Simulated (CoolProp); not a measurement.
Saturation properties of nitrous oxide.

Values from CoolProp's reference Helmholtz-energy equation of state, Lemmon 2006. It is a short technical equation, of lower accuracy than the large ones.

```
T (K)  p (kPa)  liquid density (kg/m³)  vapour density (kg/m³)
-----  -------  ----------------------  ----------------------
244.7     1385                    1032                   35.81
249.8     1624                    1012                   42.10
254.9     1893                   990.8                   49.31
260       2192                   969.0                   57.58
265.1     2525                   946.0                   67.08
270.2     2892                   921.8                   78.04
275.3     3298                   896.0                   90.78
280.5     3752                   867.6                   106.0
285.6     4242                   837.2                   123.9
290.7     4778                   803.2                   145.7
295.8     5364                   763.8                   173.2
```

It boils at 184.7 K under 1 atm.
